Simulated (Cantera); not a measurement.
Charge: 1 mol Al₂O₃, 0.021 mol HI, at 225 Torr.

Equilibrium computed with Cantera from the NASA thermochemical tables; the gas is ideal and each condensed phase is pure. Candidate condensed phases: Al, AlI₃, Al₂O₃, H₂O, I₂; 25 gas species. Kinetics and transport are ignored.

Task: At 1025 °C, list the 6 most abundant gas species with their mole fractions, and the condensed phases.

Result: HI 0.514, I 0.228, H₂ 0.186, I₂ 0.0716, H₂O 0.000297, AlI₃ 0.000198. Condensed: Al₂O₃(s).
